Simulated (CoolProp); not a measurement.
Dry air at 769.2 K and 11.3 MPa flows at 5 m/s in a round tube of 6 mm bore and 1.5 µm roughness, fully developed (64/Re and Nu = 3.66 if laminar; Colebrook and Gnielinski if turbulent). Each further row changes one setting.

Computed with CoolProp (reference Helmholtz-energy equation of state, Lemmon 2000). It is a pseudo-pure fit of the blend.

```csv
case,Reynolds number,Darcy friction factor,pressure drop (Pa/m),heat-transfer coefficient (W/(m² K)),mass flow (kg/h)
as stated,39600,0.0228,2330,871,25.0
velocity 10 m/s,79200,0.0200,8190,1530,50.0
diameter 12 mm,79200,0.0195,996,745,100.0
```

Viscosity comes from a separate model (Lemmon 2004). Thermal conductivity comes from a separate model (Lemmon 2004).
